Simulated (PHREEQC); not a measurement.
Solution (25 °C): 1 mol/kgw NaCl, 0.065 mol/kgw BaCl2 and 3.8 mol/kgw LiCl. Closed to the air; pH follows from the charge balance.

All values are PHREEQC results (Pitzer model, pitzer.dat), not measurements.

Task: The ionic strength comes out as 5.00 mol/kgw. What activity coefficients do Ba+2, Na+, Cl-, Li+ get?

Result: Ba+2 1.1, Na+ 2.4, Cl- 0.59, Li+ 5.3. Single-ion values are on the MacInnes scale.

Precipitation was switched off in this run. Species that the database lacks are ignored.
